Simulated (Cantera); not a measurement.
A Cantera script and what it prints.

```python
import numpy as np
import cantera as ct

gas_names = """
    CL CLO CL2 O O2 O3 Ti TiCL TiCL2 TiCL3 TiCL4 TiO TiOCL TiOCL2 TiO2
""".split()
cond_names = """
    Ti(a) Ti(b) Ti(L) TiCL2(s) TiCL3(s) TiCL4(L) TiO(a) TiO(b) TiO(L) TiO2(ru) TiO2(L) Ti2O3(a) Ti2O3(b)
    Ti2O3(L) Ti3O5(a) Ti3O5(b) Ti3O5(L) Ti4O7(s) Ti4O7(L)
""".split()


# ... load() reads the species with a 1 bar reference pressure and builds the phases ...
atoms = {
    'TiO2': {'Ti': 1, 'O': 2},
    'Cl2': {'CL': 2},
}
top_T = {'TiCL2(s)': 1300, 'TiCL3(s)': 1000}  # K; cautious upper limits of use, not melting points


# ... equilibrate(T, P, feed) seeds the gas with the atoms and calls Mixture.equilibrate('TP', solver="vcs", rtol=1e-11, max_steps=5000) ...
results = []
feed = {'TiO2': 1, 'Cl2': 26}  # mol
P = 5.2  # Pa
for T in [1125, 1200, 1275, 1350, 1425, 1500, 1575, 1650, 1725, 1800]:
    mix = equilibrate(T, P, feed)
    results.append((T, P, feed, dict(zip(mix.species_names, mix.species_moles))))

top = {s: max(r[3][s] / sum(r[3][g] for g in gas_names) for r in results) for s in gas_names}
cols = sorted((s for s in top if top[s] > 0.0001), key=lambda s: -top[s])[:8]
seen = [c for c in cond_names if any(r[3].get(c, 0) > 1e-12 for r in results)]
print("log10 of partial pressures in bar; condensed amounts in mol")
print(f"{'T/K':>10s}" + "".join(f"{s[:9]:>10s}" for s in cols + seen))
for T, P, feed, n in results:
    ng = sum(n[g] for g in gas_names)
    print(f"{T:10.4g}" + "".join(f"{np.log10(max(n[s] / ng * P / 1e5, 1e-99)):10.3f}" for s in cols)
          + "".join(f"{n.get(c, 0):10.4g}" for c in seen))
```

It prints:

```
log10 of partial pressures in bar; condensed amounts in mol
       T/K        CL       CL2     TiCL4        O2    TiOCL2         O  TiO2(ru)
      1125    -4.892    -4.409    -7.026    -7.027   -11.852   -11.849    0.9463
      1200    -4.609    -4.566    -6.928    -6.929   -10.928   -11.065    0.9227
      1275    -4.427    -4.843    -6.980    -6.981   -10.183   -10.442    0.9181
      1350    -4.337    -5.234    -7.173    -7.172    -9.597    -9.961    0.9393
      1425    -4.303    -5.677    -7.443    -7.433    -9.122    -9.574    0.9639
      1500    -4.291    -6.115    -7.741    -7.692    -8.724    -9.238    0.9787
      1575    -4.287    -6.525    -8.069    -7.896    -8.394    -8.919    0.9847
      1650    -4.285    -6.902    -8.450    -8.011    -8.137    -8.592    0.9852
      1725    -4.285    -7.249    -8.867    -8.052    -7.937    -8.262     0.982
      1800    -4.285    -7.568    -9.272    -8.070    -7.766    -7.950    0.9735
```

Method: chemical equilibrium by Gibbs-energy minimisation in Cantera with the NASA 1993 tables (ideal gas, pure condensed phases). Condensed phases not in the tables: TiOCl.
